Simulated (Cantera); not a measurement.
# Reactions in the system H-N-P

Standard-state values (1 bar) from the NASA 1993 polynomials, evaluated with Cantera. Values are per mole of reaction as written; species without (g) are pure solids or liquids, kept so even where they would boil at 1 bar.

P2(g) + 2 NH3(g) = 2 N(g) + 2 PH3(g)

| T (K) | ΔH° (kJ) | ΔS° (J/K) | ΔG° (kJ) | log10 K |
|---|---|---|---|---|
| 300 | 904.5 | 123.6 | 867.4 | -151.02 |
| 475 | 906.9 | 130.0 | 845.2 | -92.94 |
| 625 | 909.4 | 134.5 | 825.3 | -68.97 |
| 775 | 912.2 | 138.5 | 804.8 | -54.24 |
| 925 | 915.3 | 142.2 | 783.8 | -44.26 |
| 1075 | 918.4 | 145.3 | 762.2 | -37.04 |
| 1225 | 921.4 | 147.9 | 740.2 | -31.56 |
| 1375 | 924.3 | 150.1 | 717.9 | -27.27 |
| 1525 | 927.0 | 152.0 | 695.2 | -23.81 |
| 1675 | 929.6 | 153.6 | 672.3 | -20.96 |
| 1825 | 932.0 | 155.0 | 649.1 | -18.58 |
